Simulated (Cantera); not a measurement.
Input (Python, Cantera) and output of one run.

```python
import numpy as np
import cantera as ct

gas_names = """
    Fe FeO Fe(OH)2 H HO2 H2 H2O H2O2 H2S H2SO4 O OH O2 O3 S SH SO SO2 SO3 S2 S2O S8
""".split()
cond_names = """
    Fe(a) Fe(c) Fe(d) Fe(L) FeO(s) FeO(L) Fe(OH)2(s) Fe(OH)3(s) FeS(a) FeS(b) FeS(c) FeS(L) FeSO4(s)
    FeS2(s) Fe2O3(s) Fe2S3O12(s) Fe3O4(s) H2O(s) H2O(L) H2SO4(L) S(cr1) S(cr2) S(L)
""".split()


# ... load() reads the species with a 1 bar reference pressure and builds the phases ...
atoms = {
    'FeS': {'Fe': 1, 'S': 1},
    'H2': {'H': 2},
    'H2O': {'H': 2, 'O': 1},
}
top_T = {'FeSO4(s)': 950, 'FeS2(s)': 1010, 'Fe2O3(s)': 1830, 'Fe2S3O12(s)': 1100, 'Fe3O4(s)': 1870}  # K; cautious upper limits of use, not melting points


# ... equilibrate(T, P, feed) seeds the gas with the atoms and calls Mixture.equilibrate('TP', solver="vcs", rtol=1e-11, max_steps=5000) ...
results = []
feed = {'FeS': 1, 'H2': 130, 'H2O': 2.6}  # mol
P = 1333.22  # Pa
for T in [873, 973, 1073, 1173, 1273, 1373, 1473, 1573, 1673, 1773, 1873, 1973, 2073, 2173]:
    mix = equilibrate(T, P, feed)
    results.append((T, P, feed, dict(zip(mix.species_names, mix.species_moles))))
    x = sorted(zip(gas.X, gas.species_names), reverse=True)
    print(f"T = {T:g} K  P = {P:g} Pa  gas = {mix.phase_moles(0):.4g} mol")
    print("   x: " + "  ".join(f"{s} {v:.3e}" for v, s in x if v > 1e-05))
    print("   condensed (mol): " + ("  ".join(f"{mix.phase(i).name} {mix.phase_moles(i):.4g}"
          for i in range(1, mix.n_phases) if mix.phase_moles(i) > 1e-12) or "none"))
```

Output:

```
T = 873 K  P = 1333.22 Pa  gas = 132.6 mol
   x: H2 9.800e-01  H2O 1.961e-02  H2S 3.437e-04
   condensed (mol): Fe(a) 0.04557  FeS(c) 0.9544
T = 973 K  P = 1333.22 Pa  gas = 132.6 mol
   x: H2 9.795e-01  H2O 1.961e-02  H2S 8.663e-04
   condensed (mol): Fe(a) 0.1149  FeS(c) 0.8851
T = 1073 K  P = 1333.22 Pa  gas = 132.6 mol
   x: H2 9.785e-01  H2O 1.961e-02  H2S 1.855e-03
   condensed (mol): Fe(a) 0.2461  FeS(c) 0.7539
T = 1173 K  P = 1333.22 Pa  gas = 132.6 mol
   x: H2 9.769e-01  H2O 1.961e-02  H2S 3.532e-03
   condensed (mol): Fe(a) 0.4691  FeS(c) 0.5309
T = 1273 K  P = 1333.22 Pa  gas = 132.6 mol
   x: H2 9.743e-01  H2O 1.961e-02  H2S 6.069e-03  SH 2.248e-05  S2 1.654e-05
   condensed (mol): Fe(c) 0.8121  FeS(c) 0.1879
T = 1373 K  P = 1333.22 Pa  gas = 132.6 mol
   x: H2 9.729e-01  H2O 1.960e-02  H2S 7.289e-03  SH 8.401e-05  S2 8.318e-05  H 2.845e-05
   condensed (mol): Fe(c) 0.9999
T = 1473 K  P = 1333.22 Pa  gas = 132.7 mol
   x: H2 9.730e-01  H2O 1.960e-02  H2S 6.886e-03  S2 2.181e-04  SH 2.116e-04  H 1.081e-04
   condensed (mol): Fe(c) 0.9992
T = 1573 K  P = 1333.22 Pa  gas = 132.7 mol
   x: H2 9.729e-01  H2O 1.959e-02  H2S 6.171e-03  S2 4.488e-04  SH 4.462e-04  H 3.473e-04  Fe 4.931e-05  S 1.675e-05
   condensed (mol): Fe(c) 0.9935
T = 1673 K  P = 1333.22 Pa  gas = 132.9 mol
   x: H2 9.724e-01  H2O 1.956e-02  H2S 5.199e-03  H 9.726e-04  SH 7.986e-04  S2 7.306e-04  Fe 3.010e-04  S 5.770e-05
   condensed (mol): Fe(d) 0.96
T = 1773 K  P = 1333.22 Pa  gas = 133.2 mol
   x: H2 9.701e-01  H2O 1.949e-02  H2S 4.140e-03  H 2.427e-03  Fe 1.483e-03  SH 1.242e-03  S2 9.707e-04  S 1.606e-04  SO 2.285e-05
   condensed (mol): Fe(d) 0.8024
T = 1873 K  P = 1333.22 Pa  gas = 134.1 mol
   x: H2 9.629e-01  H2O 1.933e-02  Fe 5.930e-03  H 5.485e-03  H2S 3.137e-03  SH 1.714e-03  S2 1.091e-03  S 3.744e-04  SO 4.844e-05
   condensed (mol): Fe(L) 0.2046
T = 1973 K  P = 1333.22 Pa  gas = 134.8 mol
   x: H2 9.556e-01  H2O 1.917e-02  H 1.142e-02  Fe 7.417e-03  H2S 2.293e-03  SH 2.148e-03  S2 1.067e-03  S 7.521e-04  SO 8.937e-05  OH 2.175e-05
   condensed (mol): none
T = 2073 K  P = 1333.22 Pa  gas = 135.6 mol
   x: H2 9.450e-01  H 2.214e-02  H2O 1.896e-02  Fe 7.371e-03  SH 2.459e-03  H2S 1.610e-03  S 1.323e-03  S2 9.161e-04  SO 1.457e-04  OH 5.054e-05
   condensed (mol): none
T = 2173 K  P = 1333.22 Pa  gas = 136.9 mol
   x: H2 9.271e-01  H 4.024e-02  H2O 1.864e-02  Fe 7.298e-03  SH 2.574e-03  S 2.054e-03  H2S 1.076e-03  S2 6.899e-04  SO 2.115e-04  OH 1.084e-04
   condensed (mol): none
```

Method: chemical equilibrium by Gibbs-energy minimisation in Cantera with the NASA 1993 tables (ideal gas, pure condensed phases). Metal and sulfide melt together well below either melting point, which pure phases cannot show. Mutual solubility and eutectic melting of coexisting phases are not modelled. FeS: taken at fixed stoichiometry. Gases not in the tables: S3 to S7.
